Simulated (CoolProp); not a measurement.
Saturation properties of trans-2-butene.

Computed with CoolProp (reference Helmholtz-energy equation of state, Lemmon 2005). It is a short technical equation, of lower accuracy than the large ones.

```json
[
 {"T (°C)": "11.95", "p (MPa)": "0.1518", "vapour density (kg/m³)": "3.804", "enthalpy of vaporisation (kJ/kg)": "394.6", "liquid cp (kJ/(kg K))": "2.269", "surface tension (mN/m)": "14.7"},
 {"T (°C)": "24.75", "p (MPa)": "0.2322", "vapour density (kg/m³)": "5.680", "enthalpy of vaporisation (kJ/kg)": "381.7", "liquid cp (kJ/(kg K))": "2.329", "surface tension (mN/m)": "13.1"},
 {"T (°C)": "37.55", "p (MPa)": "0.3418", "vapour density (kg/m³)": "8.209", "enthalpy of vaporisation (kJ/kg)": "367.8", "liquid cp (kJ/(kg K))": "2.395", "surface tension (mN/m)": "11.6"},
 {"T (°C)": "50.35", "p (MPa)": "0.4866", "vapour density (kg/m³)": "11.55", "enthalpy of vaporisation (kJ/kg)": "352.7", "liquid cp (kJ/(kg K))": "2.471", "surface tension (mN/m)": "10.1"},
 {"T (°C)": "63.15", "p (MPa)": "0.6731", "vapour density (kg/m³)": "15.90", "enthalpy of vaporisation (kJ/kg)": "336.2", "liquid cp (kJ/(kg K))": "2.557", "surface tension (mN/m)": "8.62"},
 {"T (°C)": "75.95", "p (MPa)": "0.9082", "vapour density (kg/m³)": "21.54", "enthalpy of vaporisation (kJ/kg)": "318.0", "liquid cp (kJ/(kg K))": "2.659", "surface tension (mN/m)": "7.21"},
 {"T (°C)": "88.75", "p (MPa)": "1.199", "vapour density (kg/m³)": "28.84", "enthalpy of vaporisation (kJ/kg)": "297.5", "liquid cp (kJ/(kg K))": "2.784", "surface tension (mN/m)": "5.84"},
 {"T (°C)": "101.55", "p (MPa)": "1.554", "vapour density (kg/m³)": "38.37", "enthalpy of vaporisation (kJ/kg)": "274.2", "liquid cp (kJ/(kg K))": "2.946", "surface tension (mN/m)": "4.54"},
 {"T (°C)": "114.35", "p (MPa)": "1.983", "vapour density (kg/m³)": "51.10", "enthalpy of vaporisation (kJ/kg)": "246.8", "liquid cp (kJ/(kg K))": "3.178", "surface tension (mN/m)": "3.30"},
 {"T (°C)": "127.15", "p (MPa)": "2.495", "vapour density (kg/m³)": "68.92", "enthalpy of vaporisation (kJ/kg)": "213.2", "liquid cp (kJ/(kg K))": "3.569", "surface tension (mN/m)": "2.14"},
 {"T (°C)": "139.95", "p (MPa)": "3.106", "vapour density (kg/m³)": "96.50", "enthalpy of vaporisation (kJ/kg)": "168.4", "liquid cp (kJ/(kg K))": "4.504", "surface tension (mN/m)": "1.10"}
]
```

It boils at 0.9 °C under 1 atm.

Surface tension comes from a separate correlation (Mulero 2014).
